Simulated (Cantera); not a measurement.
Ignition delay

Mixture: 10.0 % CH4, 1.00 % H2, 18.7 % O2, 70.3 % N2, equivalence ratio 1.1, at 2.00 bar, adiabatic and at constant pressure. Ignition delay is the time to a rise of 400 K.

Cantera simulation using GRI-Mech 3.0 (53 species, 325 reactions); the numbers are that mechanism's predictions, not measurements.

| T0 (K) | delay (ms) |
|---|---|
| 1300 | 3.26 |
| 1400 | 1.17 |
| 1500 | 0.457 |
| 1600 | 0.197 |
| 1700 | 0.0952 |
| 1800 | 0.0506 |

```json
{
 "apparent activation energy between 1600 and 1800 K": "160 kJ/mol"
}
```
